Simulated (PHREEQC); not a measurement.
Solution (25 °C): 2.7 mmol/kgw Cu(BF4)2. Closed to the air; pH follows from the charge balance.

All values are PHREEQC results (ion-association model, wateq4f.dat), not measurements.

```json
{
 "pH": "2.99",
 "ionic_strength": "0.00909 mol/kgw",
 "total_alkalinity": "-16.2 meq/kg"
}
```

```tsv
species	molality	activity	log γ
BF4-	0.00364	0.00328	-0.045
HF	0.00299	0.00300	0.001
Cu+2	0.00263	0.00180	-0.164
F-	0.00214	0.00194	-0.044
H+	0.00113	0.00103	-0.038
H3BO3	0.00111	0.00111	0.001
BF3OH-	0.000447	0.000403	-0.045
BF2(OH)2-	0.000204	0.000184	-0.045
CuF+	7.02e-5	6.36e-5	-0.043
HF2-	2.46e-5	2.23e-5	-0.044
```

No solid was allowed to form. Real BF4- forms and hydrolyses slowly; the run takes it at equilibrium.
